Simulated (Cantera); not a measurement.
Source: NASA polynomial tables (part measured, part estimated), evaluated in Cantera. Values are per mole of reaction as written; species without (g) are pure solids or liquids, kept so even where they would boil at 1 bar.

CaF2 → 2 F(g) + Ca, with ΔH° = 1384.7 kJ and ΔS° = 291.5 J/K at 300 K.

Question: How far is the shortcut ΔG° ≈ ΔH°(300 K) − T·ΔS°(300 K) from the full temperature-dependent value at 1050, 1150, 1250, 1350, 1450, 1550, 1650, 1750, 1850, 1950, 2050 K?

Answer: 
```csv
T (K),shortcut (kJ),full (kJ),difference (kJ),difference in log10 K,condensed phases
1050,1078.6,1080.0,-1.4,0.07,"CaF2(s), Ca(s)"
1150,1049.5,1051.2,-1.8,0.08,"CaF2(s), Ca(l)"
1250,1020.3,1022.1,-1.8,0.07,"CaF2(s), Ca(l)"
1350,991.2,993.1,-1.9,0.07,"CaF2(s), Ca(l)"
1450,962.0,964.4,-2.3,0.08,"CaF2(s), Ca(l)"
1550,932.9,936.1,-3.3,0.11,"CaF2(s), Ca(l)"
1650,903.7,908.2,-4.5,0.14,"CaF2(s), Ca(l)"
1750,874.6,881.5,-6.9,0.21,"CaF2(l), Ca(l)"
1850,845.4,855.7,-10.3,0.29,"CaF2(l), Ca(l)"
1950,816.3,830.0,-13.7,0.37,"CaF2(l), Ca(l)"
2050,787.1,804.4,-17.2,0.44,"CaF2(l), Ca(l)"
```
The shortcut ignores heat capacities and the phase changes listed.
